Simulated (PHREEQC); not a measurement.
Reverse-osmosis permeate: speciation

Synthetic water in mg/L, 25 °C, pH 5.64, pe -1.2:

| constituent | mg/L |
|---|---|
| Na | 2.87 |
| K | 0.499 |
| Ca | 0.288 |
| Mg | 0.31 |
| Cl | 0.551 |
| S(6) as SO4 | 1.83 |
| Alkalinity as HCO3 | 7.84 |
| F | 0.00228 |
| B | 0.0333 |

Valence states are taken as typed.

Model: ion-association model, wateq4f.dat, run in PHREEQC.

```yaml
ionic_strength: 0.000221 mol/kgw
charge_balance_error: -1.3 %
```

```tsv
species	molality	activity	log γ
CO2	0.000662	0.000662	0.000
HCO3-	0.000131	0.000129	-0.007
Na+	0.000125	0.000123	-0.007
SO4-2	1.90e-5	1.77e-5	-0.030
Cl-	1.55e-5	1.53e-5	-0.007
K+	1.28e-5	1.25e-5	-0.007
Mg+2	1.27e-5	1.19e-5	-0.029
Ca+2	7.15e-6	6.68e-6	-0.030
H3BO3	3.08e-6	3.08e-6	0.000
H+	2.33e-6	2.29e-6	-0.007
F-	1.20e-7	1.17e-7	-0.007
MgSO4	4.92e-8	4.92e-8	0.000
```

This is a speciation only: nothing precipitates in the calculation. Complexes and solids missing from the database can't appear. Real BF4- forms and hydrolyses slowly; the run takes it at equilibrium.
